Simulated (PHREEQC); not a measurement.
A made-up water analysis in mmol/kgw, 30 °C, pH 3.3, pe 11.6:

```json
[
 {"constituent": "Na", "mmol/kgw": "7.84"},
 {"constituent": "K", "mmol/kgw": "19"},
 {"constituent": "Ca", "mmol/kgw": "71.6"},
 {"constituent": "Mg", "mmol/kgw": "78.8"},
 {"constituent": "Cl", "mmol/kgw": "88"},
 {"constituent": "S(6)", "mmol/kgw": "193"},
 {"constituent": "Al", "mmol/kgw": "58.8"},
 {"constituent": "Zn", "mmol/kgw": "3.08"},
 {"constituent": "Cd", "mmol/kgw": "4.8"},
 {"constituent": "Fe(3)", "mmol/kgw": "0.0984"}
]
```

Valence states are taken as typed.

The numbers come from PHREEQC with the ion-association model, wateq4f.dat.

```json
{
  "ionic_strength": "0.402 mol/kgw",
  "activity_of_water": "0.993",
  "total_alkalinity": "-1.86 meq/kg",
  "charge_balance_error": "10.0 %"
}
```

```csv
species,molality,activity,log γ
Cl-,0.0851,0.0559,-0.182
SO4-2,0.0549,0.0122,-0.655
Ca+2,0.0441,0.0118,-0.572
Mg+2,0.0420,0.0125,-0.527
AlSO4+,0.0375,0.0254,-0.168
MgSO4,0.0368,0.0404,0.040
CaSO4,0.0274,0.0300,0.040
K+,0.0175,0.0115,-0.182
Al(SO4)2-,0.0147,0.0100,-0.168
Na+,0.00737,0.00525,-0.148
Al+3,0.00649,0.000620,-1.020
```

No solid was allowed to form. The solution is supersaturated, for example in Jarosite-K, Gypsum, so a real one may precipitate; this is no full list.
